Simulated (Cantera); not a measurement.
Feed: 1 mol MgCl₂, 0.52 mol H₂, 53 mol N₂, equilibrated at 56.0 Pa.

Equilibrium computed with Cantera from the NASA thermochemical tables; the gas is ideal and each condensed phase is pure. Candidate condensed phases: Mg, MgCl₂, NH₄Cl; 18 gas species. The numbers say what is thermodynamically allowed, not how fast it happens.

log p: log10 of the partial pressure in bar; n: condensed amount in mol.

```tsv
T (K)	log p N₂	log p MgCl₂	log p H₂	log p HCl	log p Mg	log p MgCl	log p H	n MgCl₂(s)
750	-3.26	-7.84	-5.26	-10.56	-10.86	-13.86	-15.13	0.999
775	-3.26	?	-5.26	?	?	?	?	0.995
800	-3.26	-6.80	-5.26	-9.70	-10.01	-12.57	-14.17	0.985
825	-3.26	-6.32	-5.26	-9.32	-9.62	-11.99	-13.73	0.955
850	-3.26	-5.88	-5.27	-8.95	-9.25	-11.44	-13.32	0.873
875	-3.26	-5.46	-5.27	-8.61	-8.91	-10.92	-12.93	0.666
900	-3.26	-5.06	-5.27	-8.28	-8.59	-10.44	-12.57	0.163
925	-3.26	-4.99	-5.27	-8.07	-8.38	-10.17	-12.22	0
950	-3.26	-4.99	-5.27	?	?	?	?	0
975	-3.26	-4.99	-5.27	-7.74	-8.04	-9.78	-11.58	0
1000	-3.26	-4.99	-5.27	-7.58	-7.89	-9.60	-11.28	0
1025	-3.26	-4.99	-5.27	-7.43	-7.74	-9.43	-11.00	0
1050	-3.26	-4.99	-5.27	-7.29	-7.60	-9.27	-10.73	0
1075	-3.26	-4.99	-5.28	-7.16	-7.47	-9.12	-10.47	0
```

Problem. What belongs in the gaps?

Solution. 
- 775, log p MgCl₂: -7.30
- 775, log p HCl: -10.12
- 775, log p Mg: -10.42
- 775, log p MgCl: -13.19
- 775, log p H: -14.64
- 950, log p HCl: -7.90
- 950, log p Mg: -8.21
- 950, log p MgCl: -9.97
- 950, log p H: -11.89
